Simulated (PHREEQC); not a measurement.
A solution holds 0.0011 mol/kgw HCl and 0.0021 mol/kgw HF, at 25 °C. Closed to the air; pH follows from the charge balance.

Equilibrium calculation in PHREEQC: ion-association model, wateq4f.dat.

No solid was allowed to form.

**Question.** What pH, ionic strength does the model give?

**Answer.** pH 2.78; ionic strength 0.00172 mol/kgw.

**Question.** In which forms is F present?

**Answer.** HF 70 %, F- 30 %, H2F2 0.5 % of the F.

Complexes and solids missing from the database can't appear.
